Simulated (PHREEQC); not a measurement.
Consider water at 20 °C with 0.2 mol/kgw H2SO4 and 0.22 mol/kgw CuCl2. Closed to the air; pH follows from the charge balance.

The numbers come from PHREEQC with the ion-association model, phreeqc.dat.

Precipitation was switched off in this run.

Question: Estimate the pH.

Answer: pH 0.70.

Question: In which forms is Cl present?

Answer: Cl- 92 %, CuCl+ 6.7 %, CuCl2 0.9 % of the Cl.

Caution: at this ionic strength the ion-association model is outside its range; a Pitzer model would be the better tool where its parameters exist. Species that the database lacks are ignored.
